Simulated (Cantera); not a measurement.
Low-pressure radical oxidation in H2/O2

An isothermal, constant-pressure homogeneous reactor starts with 1.77 % H2, 98.2 % O2, at 1350 K and 2670 Pa.

Model: the H2/O2 subset of GRI-Mech 3.0, which has no nitrogen chemistry, integrated in Cantera. Radical loss at walls, strong at low pressure, is not modelled.

| t (s) | x H2 | x O2 | x H2O2 | x H | x OH | x H2O |
|---|---|---|---|---|---|---|
| 0.000300 | 0.0177 | 0.982 | 1.51e-10 | 9.36e-8 | 4.50e-7 | 5.31e-7 |
| 0.000625 | 0.0177 | 0.982 | 6.15e-10 | 1.94e-6 | 9.68e-6 | 1.38e-5 |
| 0.00130 | 0.0116 | 0.977 | 6.44e-8 | 0.000634 | 0.00249 | 0.00449 |
| 0.00271 | 0.000141 | 0.966 | 4.61e-8 | 0.000934 | 0.00209 | 0.0160 |
| 0.00565 | 0.000113 | 0.967 | 4.28e-8 | 0.000829 | 0.00196 | 0.0162 |
| 0.0118 | 0.000101 | 0.969 | 4.17e-8 | 0.000695 | 0.00186 | 0.0163 |
| 0.0245 | 8.14e-5 | 0.971 | 3.95e-8 | 0.000495 | 0.00167 | 0.0166 |
| 0.0510 | 5.46e-5 | 0.975 | 3.51e-8 | 0.000268 | 0.00137 | 0.0169 |
| 0.106 | 2.84e-5 | 0.978 | 2.78e-8 | 9.88e-5 | 0.000990 | 0.0172 |
| 0.221 | 1.13e-5 | 0.981 | 1.85e-8 | 2.45e-5 | 0.000625 | 0.0175 |
| 0.461 | 3.68e-6 | 0.982 | 1.01e-8 | 4.54e-6 | 0.000358 | 0.0176 |
| 0.960 | 1.11e-6 | 0.982 | 4.72e-9 | 7.46e-7 | 0.000197 | 0.0177 |
| 2.00 | 3.39e-7 | 0.982 | 1.99e-9 | 1.27e-7 | 0.000109 | 0.0178 |
x: mole fraction; the columns are a selection and need not sum to one.

Equilibrium at this temperature and pressure: H2 2.26e-8, O2 0.982, H2O2 2.29e-10, H 2.21e-9, OH 2.83e-5, H2O 0.0178 (gas phase only).
